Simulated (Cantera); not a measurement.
A Cantera script and its output.

```python
import numpy as np
import cantera as ct

gas = ct.Solution("gri30.yaml")
gas.TPX = 1575, 100000, {'CH4': 1, 'H2O': 2.4}
reactor = ct.IdealGasConstPressureReactor(gas, energy="off", clone=False)
net = ct.ReactorNet([reactor])
net.rtol, net.atol = 1e-08, 1e-18
show = ['CH4', 'H2O', 'CO', 'H2O2', 'CO2', 'CH3', 'O2']
times = np.geomspace(0.0005, 9, 9)

steps = ct.SolutionArray(gas, extra=["t"])
rows = []
print(f"{'t/s':>10s}{'T/K':>9s}{'P/Pa':>11s}" + "".join(f"{s:>11s}" for s in show))
for t in times:
    while net.time < t:
        t_next = net.step()
        steps.append(gas.state, t=t_next)
    rows.append([np.interp(t, steps.t, y) for y in (steps.T, steps.P, *steps(*show).X.T)])
    print(f"{t:10.3e}{rows[-1][0]:9.1f}{rows[-1][1]:11.4g}" + "".join(f"{x:11.3e}" for x in rows[-1][2:]))
rate = np.gradient(steps.T, steps.t)
print("integrator steps:", len(steps.t))
if steps.T.max() > steps.T[0] + 200:
    print(f"time of steepest temperature rise: {steps.t[rate.argmax()]:.4e} s")
gas.TPX = 1575, 100000, {'CH4': 1, 'H2O': 2.4}
gas.equilibrate("TP")
print(f"equilibrium (TP): T = {gas.T:.1f} K  " + "  ".join(f"{s} {gas[s].X[0]:.3e}" for s in show))
```

It prints:

```
       t/s      T/K       P/Pa        CH4        H2O         CO       H2O2        CO2        CH3         O2
 5.000e-04   1575.0      1e+05  2.925e-01  7.056e-01  7.088e-07  1.471e-12  3.588e-10  3.386e-04  2.286e-12
 1.702e-03   1575.0      1e+05  2.873e-01  7.043e-01  2.140e-05  3.129e-12  6.032e-08  4.905e-04  2.489e-11
 5.791e-03   1575.0      1e+05  2.669e-01  6.951e-01  2.389e-04  3.457e-12  3.487e-06  4.890e-04  1.342e-10
 1.971e-02   1575.0      1e+05  2.176e-01  6.654e-01  1.093e-03  2.458e-12  5.716e-05  3.496e-04  1.842e-10
 6.708e-02   1575.0      1e+05  1.420e-01  6.161e-01  4.381e-03  1.788e-12  6.443e-04  2.098e-04  5.814e-11
 2.283e-01   1575.0      1e+05  7.175e-02  5.505e-01  1.492e-02  1.396e-12  5.007e-03  1.051e-04  2.500e-11
 7.770e-01   1575.0      1e+05  4.208e-02  4.606e-01  4.353e-02  8.855e-13  1.659e-02  5.869e-05  1.469e-11
 2.644e+00   1575.0      1e+05  3.088e-02  3.561e-01  9.373e-02  4.228e-13  2.450e-02  3.841e-05  8.609e-12
 9.000e+00   1575.0      1e+05  1.641e-02  2.768e-01  1.391e-01  2.202e-13  2.474e-02  1.893e-05  5.631e-12
integrator steps: 1534
equilibrium (TP): T = 1575.0 K  CH4 2.426e-07  H2O 2.364e-01  CO 1.623e-01  H2O2 1.505e-13  CO2 2.288e-02  CH3 2.708e-10  O2 4.097e-12
```

Computed with Cantera and GRI-Mech 3.0 (53 species, 325 reactions).
